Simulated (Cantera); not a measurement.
Input: 1 mol BCl3, 12 mol H2O, 79 mol N2, held at 750 K and 0.0510 bar.

Method: chemical equilibrium by Gibbs-energy minimisation in Cantera with the NASA 1993 tables (ideal gas, pure condensed phases). Candidate condensed phases: B, BN, B2O3, B3O3H3, H2O, NH4Cl; 49 gas species. Gases not in the tables: H3BO3. Kinetics and transport are ignored.

Base state: N2 0.855, H2O 0.112, HCl 0.0325, (HBO2)3 0.00114 (mole fractions); condensed: B2O3(l).

What changes in the equilibrium state with this change: temperature from 750 K to 2325 K?


```
species        before    after
------------  -------  -------
N2              0.855    0.834
H2O             0.112   0.0887
HCl            0.0325   0.0247
H2            4.26e-9   0.0152
HBO2          3.22e-8  0.00936
Cl              <1e-9  0.00701
H               <1e-9  0.00601
OH              <1e-9  0.00585
B2O3(l), mol    0.342        0
```
The tables' values for BOCl are old estimates; treat these amounts as uncertain.
